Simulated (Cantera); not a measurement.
**Thermodynamics of silicon etching in halogen gases, feed Si + SF₆ + N₂**

Input: 1 mol Si, 2.7 mol SF₆, 4.3 mol N₂, held at 0.00380 bar.

Equilibrium computed with Cantera from the NASA thermochemical tables; the gas is ideal and each condensed phase is pure. Candidate condensed phases: S, Si, Si₃N₄; 29 gas species. The tables' values for SF₃, SF₅ are old estimates; treat these amounts as uncertain. Kinetics and transport are ignored.

| T (K) | x N₂ | x SF₄ | x SiF₄ | x SF₆ | x F |
|---|---|---|---|---|---|
| 875 | 0.538 | 0.248 | 0.125 | 0.0881 | 2.89e-8 |
| 925 | 0.537 | 0.248 | 0.125 | 0.0882 | 2.90e-7 |
| 975 | 0.537 | 0.248 | 0.125 | 0.0883 | 2.30e-6 |
| 1025 | 0.537 | 0.248 | 0.125 | 0.0883 | 1.49e-5 |
| 1075 | 0.537 | 0.247 | 0.125 | 0.0884 | 8.08e-5 |
| 1125 | 0.537 | 0.247 | 0.125 | 0.0883 | 0.000377 |
| 1175 | 0.537 | 0.247 | 0.125 | 0.0877 | 0.00154 |
| 1225 | 0.535 | 0.248 | 0.124 | 0.0855 | 0.00554 |
| 1275 | 0.528 | 0.250 | 0.123 | 0.0787 | 0.0174 |
| 1325 | 0.513 | 0.256 | 0.119 | 0.0623 | 0.0461 |
x: gas mole fraction; nothing condenses.

From 875 K to 1325 K nothing is condensed. The main Si-bearing gas is SiF₄ throughout.
